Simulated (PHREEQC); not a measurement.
Solution (50 °C): 0.0078 mol NaOH and 3.9e-05 mol K2HPO4 per kg of water. Closed to the air; pH follows from the charge balance.

All values are PHREEQC results (ion-association model, wateq4f.dat), not measurements.

This is a speciation only: nothing precipitates in the calculation.

What pH does the model give?

pH 11.12.

In which forms is P present?

HPO4-2 86 %, PO4-3 13 %, NaHPO4- 0.9 % of the P.

H3PO4, which wateq4f.dat lacks, is added to it with the constant of phreeqc.dat. Constants without temperature data keep their 25 °C values here.
